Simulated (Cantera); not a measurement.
A closed system holds: 1 mol c-C₄F₈, 0.009 mol Si, held at 2625 K and 88.0 mbar.

Cantera's Mixture.equilibrate('TP', solver="vcs", rtol=1e-11, max_steps=5000) on the NASA tables stopped like this:

```
ERROR: FAILURE its = 5001!

*******************************************************************************
CanteraError thrown by MultiPhase::equilibrate:
VCS solver failed. Return code: -1
*******************************************************************************
```

**Question.** What got this run through?

**Answer.** This is not unique; one that fits is The failure is numerical, not chemical. The same input converged with solver="gibbs", rtol=1e-10, max_steps=50000, and the result passed a check of the equilibrium conditions:
```
       temperature   2625 K
          pressure   8800 Pa
           density   0.017094 kg/m^3
  mean mol. weight   42.397 kg/kmol
   phase of matter   gas

                          1 kg             1 kmol
                     ---------------   ---------------
          enthalpy       -1.0404e+06       -4.4109e+07  J
   internal energy       -1.5552e+06       -6.5934e+07  J
           entropy            8008.2        3.3952e+05  J/K
    Gibbs function       -2.2062e+07       -9.3536e+08  J
 heat capacity c_p            1159.5             49161  J/K
 heat capacity c_v            963.42             40846  J/K

                      mass frac. Y      mole frac. X     chem. pot. / RT
                     ---------------   ---------------   ---------------
                CF          0.012032          0.016451           -25.691
               CF2           0.62671           0.53133           -48.005
               CF3          0.032194           0.01978           -70.318
               CF4           0.16711          0.080506           -92.632
                 F           0.15671           0.34972           -22.314
              SiF4         0.0049929         0.0020339           -131.16
     [  +17 minor]        0.00025219        0.00017921

C(gr)             1.14770e+00 mol
Si(L)             0.00000e+00 mol
SiC(b)            0.00000e+00 mol
```

The gas is ideal and each condensed phase is pure. The feed counts by its element totals alone. The tables' values for C2F4, SiF3 are old estimates; treat these amounts as uncertain. Gases not in the tables: C2F6 and larger saturated fluorocarbons.
